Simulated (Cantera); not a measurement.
Equilibrium for silicon carbide growth: SiCl4 + C2H4 + H2

Input: 1 mol SiCl4, 0.31 mol C2H4, a varied amount of H2, at 1673.15 K and 0.133 bar.

Cantera equilibrium calculation (NASA polynomials, part measured and part estimated; ideal gas, pure solids and liquids). Candidate condensed phases: C, C6H6, C7H8, C8H18, Si, SiC; 109 gas species. Mutual solubility and eutectic melting of coexisting phases are not modelled. The tables' values for SiCl3 are old estimates; treat these amounts as uncertain. Gases not in the tables: Si2H6 and higher silanes. Kinetics and transport are ignored.

```json
[
 {"n(H2) (mol)": "91", "x H2": "0.961", "x HCl": "0.0346", "x SiCl2": "0.00398", "x H": "0.000306", "x SiCl3": "4.72e-5", "x SiH2": "9.41e-6", "x Cl": "8.60e-6", "x SiCl": "6.98e-6", "n SiC(s)": "0.620", "n Si(s)": "0"},
 {"n(H2) (mol)": "140", "x H2": "0.974", "x HCl": "0.0238", "x SiCl2": "0.00209", "x H": "0.000308", "x SiCl3": "1.70e-5", "x SiH2": "1.07e-5", "x Cl": "5.88e-6", "x SiCl": "5.37e-6", "n SiC(s)": "0.620", "n Si(s)": "0.0754"},
 {"n(H2) (mol)": "210", "x H2": "0.982", "x HCl": "0.0167", "x SiCl2": "0.00103", "x H": "0.000310", "x SiCl3": "5.83e-6", "x SiH2": "1.08e-5", "x Cl": "4.12e-6", "x SiCl": "3.76e-6", "n SiC(s)": "0.620", "n Si(s)": "0.156"},
 {"n(H2) (mol)": "320", "x H2": "0.988", "x HCl": "0.0114", "x SiCl2": "0.000477", "x H": "0.000310", "x SiCl3": "1.84e-6", "x SiH2": "1.09e-5", "x Cl": "2.81e-6", "x SiCl": "2.57e-6", "n SiC(s)": "0.619", "n Si(s)": "0.220"},
 {"n(H2) (mol)": "490", "x H2": "0.992", "x HCl": "0.00768", "x SiCl2": "0.000215", "x H": "0.000311", "x SiCl3": "5.57e-7", "x SiH2": "1.09e-5", "x Cl": "1.88e-6", "x SiCl": "1.72e-6", "n SiC(s)": "0.619", "n Si(s)": "0.266"},
 {"n(H2) (mol)": "750", "x H2": "0.994", "x HCl": "0.00512", "x SiCl2": "9.50e-5", "x H": "0.000311", "x SiCl3": "1.64e-7", "x SiH2": "1.10e-5", "x Cl": "1.25e-6", "x SiCl": "1.15e-6", "n SiC(s)": "0.618", "n Si(s)": "0.297"},
 {"n(H2) (mol)": "1100", "x H2": "0.996", "x HCl": "0.00353", "x SiCl2": "4.52e-5", "x H": "0.000312", "x SiCl3": "5.39e-8", "x SiH2": "1.10e-5", "x Cl": "8.64e-7", "x SiCl": "7.90e-7", "n SiC(s)": "0.618", "n Si(s)": "0.313"},
 {"n(H2) (mol)": "1800", "x H2": "0.997", "x HCl": "0.00218", "x SiCl2": "1.72e-5", "x H": "0.000312", "x SiCl3": "1.27e-8", "x SiH2": "1.10e-5", "x Cl": "5.33e-7", "x SiCl": "4.88e-7", "n SiC(s)": "0.616", "n Si(s)": "0.322"}
]
```
x: gas mole fraction; n: condensed amount in mol.

At 91 mol H2 the condensed part is SiC(s). From 140 mol H2 to 1800 mol H2 the condensed part is Si(s) + SiC(s). The main Si-bearing gas is SiCl2 throughout. The share of Si in condensed phases is highest at 1800 mol H2 (93.8 %) and lowest at 91 mol H2 (62.0 %).
